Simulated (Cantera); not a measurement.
Charge: 1 mol NaCl, 40 mol H2, 96 mol N2, equilibrated at 1852 °C and 13.3 mbar.

Cantera equilibrium calculation (NASA polynomials, part measured and part estimated; ideal gas, pure solids and liquids). Candidate condensed phases: NH4Cl, Na, NaCl; 17 gas species. Kinetics and transport are ignored.

### Question
What is the equilibrium state?

### Answer
- x(N2) = 0.693
- x(H2) = 0.278
- x(H) = 0.0166
- x(Na) = 0.00531
- x(HCl) = 0.00509
- x(NaCl) = 0.00191
- x(Cl) = 0.000223
- x(NaH) = 2.53e-6
- gas amount = 138.5 mol
- log10 activity of Na(l) (absent) = -6.02
